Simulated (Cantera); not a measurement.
Ignition delay

Mixture: 12.8 % CO, 8.60 % H2, 3.34 % CH4, 15.8 % O2, 59.4 % N2, equivalence ratio 1.1, at 1.00 bar, adiabatic and at constant pressure. Ignition delay is the time to a rise of 400 K.

Computed with Cantera and GRI-Mech 3.0 (53 species, 325 reactions). Where the delays flatten at high temperature, the 400 K rule measures the pace of heat release, not the induction time.

```csv
T0 (K),delay (ms)
1200,0.215
1250,0.147
1300,0.106
1350,0.0798
1400,0.0621
1450,0.0497
1500,0.0407
1550,0.0339
1600,0.0286
```

```json
{
  "apparent activation energy between 1500 and 1600 K": "70 kJ/mol"
}
```
